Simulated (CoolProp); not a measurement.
Vapour-liquid equilibrium of ethylbenzene (1) + p-xylene (2) at 1.43 kPa; x and y are mole fractions of (1).

The numbers come from the multi-fluid Helmholtz-energy mixture model, Zhou 2012 and Zhou 2012; pair parameters Bell 2016 in CoolProp.

```tsv
x	bubble temperature (°C)	y at the bubble point	dew temperature at overall composition x (°C)	liquid density (mol/L)
0.05	28.3	0.056	28.3	(withheld)
0.2	28.0	0.217	28.0	8.054
0.35	(withheld)	0.370	(withheld)	8.063
0.5	27.5	0.518	27.6	8.073
0.65	27.4	0.665	27.4	8.083
0.8	27.2	(withheld)	27.2	(withheld)
0.95	27.0	0.953	27.0	(withheld)
```

### Question
What belongs in the gaps?

### Answer

- 0.05, liquid density (mol/L): 8.044
- 0.35, bubble temperature (°C): 27.7
- 0.35, dew temperature at overall composition x (°C): 27.8
- 0.8, y at the bubble point: 0.810
- 0.8, liquid density (mol/L): 8.093
- 0.95, liquid density (mol/L): 8.104

No azeotrope shows between x = 0.05 and 0.95.

The pair parameters rest on a limited set of measurements; away from them the model extrapolates.
